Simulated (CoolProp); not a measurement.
Model: reference Helmholtz-energy equation of state, Thol 2019, in CoolProp.

Q: For decamethylcyclopentasiloxane (D5), give the phase and the density (kg/m³), cv (kJ/(kg K)), speed of sound (m/s), Joule-Thomson coefficient (K/MPa) at 540.9 K and 1.57 MPa.

A: 
- 540.9 K and 1.57 MPa: liquid; density 674, cv 1.86, speed of sound 309, Joule-Thomson coefficient 0.172
